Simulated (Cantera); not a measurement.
**Equilibrium for carbothermic reduction: Cu2O + CO + H2**

Feed: 1 mol Cu2O, 2.1 mol CO, 9.8 mol H2.

Method: chemical equilibrium by Gibbs-energy minimisation in Cantera with the NASA 1993 tables (ideal gas, pure condensed phases). Candidate condensed phases: C, C6H6, C7H8, C8H18, Cu, CuO, Cu(OH)2, Cu2O, H2O; 113 gas species. Equilibrium is a limit: real reactors are often held back by kinetics, nucleation or transport.

**Question.** Map the stable condensed phases over T = 1125, 1175, 1225, 1275, 1325, 1375, 1425, 1475, 1525, 1575, 1625, 1675, 1725 K and P in Pa = 10, 42, 180, 750, 3200, 13000, 56000, 240000, 1000000.

**Answer.** 
```
T in K \ P in Pa
              10      42     180     750    3200   13000   56000  240000 1000000
   1725        A       A       B       B       B       B       B       B       B
   1675        A       A       B       B       B       B       B       B       B
   1625        A       B       B       B       B       B       B       B       B
   1575        A       B       B       B       B       B       B       B       B
   1525        B       B       B       B       B       B       B       B       B
   1475        B       B       B       B       B       B       B       B       B
   1425        B       B       B       B       B       B       B       B       B
   1375        B       B       B       B       B       B       B       B       B
   1325        B       B       B       B       B       B       B       B       B
   1275        B       B       B       B       B       B       B       B       B
   1225        B       B       B       B       B       B       B       B       B
   1175        B       B       B       B       B       B       B       B       B
   1125        B       B       B       B       B       B       B       B       B
```
A: gas only; B: Cu.
